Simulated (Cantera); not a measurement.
A perfectly stirred reactor is fed with NH3 : N2 = 1 : 2.4 (molar parts), at 0.133 bar; it is held at 2300 K, and followed from long to short residence time.

Detailed kinetics in Cantera: the gas-phase N/H chemistry of the illustrative SiF4/NH3 mechanism in the Surface Chemkin manual (1991). Walls and surfaces, which speed up NH3 decomposition in real reactors, are not modelled.

x: mole fraction; the columns are a selection and need not sum to one.

```json
[
 {"τ (s)": "2.6", "x NH3": "0.000318", "x H": "0.00861", "x NH2": "2.58e-5", "x H2": "0.335", "x N2": "0.656"},
 {"τ (s)": "0.92", "x NH3": "0.00285", "x H": "0.00343", "x NH2": "9.20e-5", "x H2": "0.335", "x N2": "0.658"},
 {"τ (s)": "0.32", "x NH3": "___", "x H": "___", "x NH2": "___", "x H2": "0.326", "x N2": "0.660"},
 {"τ (s)": "0.11", "x NH3": "0.0343", "x H": "0.00127", "x NH2": "0.000458", "x H2": "0.300", "x N2": "0.664"},
 {"τ (s)": "0.038", "x NH3": "0.0820", "x H": "0.000799", "x NH2": "0.000842", "x H2": "0.245", "x N2": "0.672"},
 {"τ (s)": "0.013", "x NH3": "0.156", "x H": "0.000444", "x NH2": "0.00135", "x H2": "0.159", "x N2": "0.683"},
 {"τ (s)": "0.0045", "x NH3": "0.225", "x H": "0.000216", "x NH2": "0.00187", "x H2": "0.0785", "x N2": "0.694"},
 {"τ (s)": "0.0016", "x NH3": "0.265", "x H": "9.53e-5", "x NH2": "0.00229", "x H2": "0.0312", "x N2": "0.701"},
 {"τ (s)": "0.00054", "x NH3": "0.284", "x H": "3.48e-5", "x NH2": "0.00239", "x H2": "0.00954", "x N2": "0.704"},
 {"τ (s)": "0.00019", "x NH3": "0.291", "x H": "___", "x NH2": "___", "x H2": "___", "x N2": "0.705"}
]
```

Question: Complete the blanks.

Answer: 
- 0.32, x NH3: 0.0117
- 0.32, x H: 0.00196
- 0.32, x NH2: 0.000223
- 0.00019, x H: 1.17e-5
- 0.00019, x NH2: 0.00182
- 0.00019, x H2: 0.00234
